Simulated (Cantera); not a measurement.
**Thermodynamics of boron, boron nitride and boron oxide, feed BF3 + O2 + H2**

Feed: 1 mol BF3, 1.6 mol O2, 7.2 mol H2, equilibrated at 19.5 Torr.

These are equilibrium values from Cantera (NASA tables, ideal gas, pure condensed phases), not measurements of a reactor. Candidate condensed phases: B, B2O3, B3O3H3, H2O; 43 gas species. The tables' values for BF2 are old estimates; treat these amounts as uncertain. Rates play no part.

```csv
T (K),x H2,x HF,x H2O,x BOF,x H,x HBO2,x OH,x BO
1725,0.434,0.244,0.213,0.0812,0.000759,0.0265,2.05e-5,3.37e-6
1825,0.433,0.245,0.212,0.0807,0.00180,0.0270,6.14e-5,1.13e-5
1925,0.432,0.245,0.211,0.0801,0.00390,0.0273,0.000164,3.34e-5
2025,0.429,0.245,0.210,0.0793,0.00782,0.0276,0.000400,8.82e-5
2125,0.424,0.245,0.208,0.0784,0.0147,0.0277,0.000893,0.000211
2225,0.416,0.244,0.205,0.0771,0.0259,0.0275,0.00185,0.000463
2325,0.404,0.243,0.201,0.0755,0.0433,0.0270,0.00360,0.000939
```
x: gas mole fraction; nothing condenses.

From 1725 K to 2325 K nothing is condensed. The main B-bearing gas is BOF throughout.
